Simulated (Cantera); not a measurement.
Feed: 1 mol NaI, 7 mol H2, 190 mol N2, at 0.100 bar.

These are equilibrium values from Cantera (NASA tables, ideal gas, pure condensed phases), not measurements of a reactor. Candidate condensed phases: I2, Na, NaI; 16 gas species. Gases not in the tables: NaBr and NaI dimers. Equilibrium is a limit: real reactors are often held back by kinetics, nucleation or transport.

Task: Which condensed phases are stable at each of these points (T (K)): 798, 948, 1098, 1248, 1398, 1548, 1698, 1848, 1998, 2148?

Result: 
| T (K) | condensed phases | Na condensed (%) |
|---|---|---|
| 798 | NaI(s) | 99.3 |
| 948 | NaI(l) | 42.4 |
| 1098 | gas only | 0.0 |
| 1248 | gas only | 0.0 |
| 1398 | gas only | 0.0 |
| 1548 | gas only | 0.0 |
| 1698 | gas only | 0.0 |
| 1848 | gas only | 0.0 |
| 1998 | gas only | 0.0 |
| 2148 | gas only | 0.0 |

At 798 K the condensed part is NaI(s). At 948 K the condensed part is NaI(l). From 1098 K to 2148 K nothing is condensed.
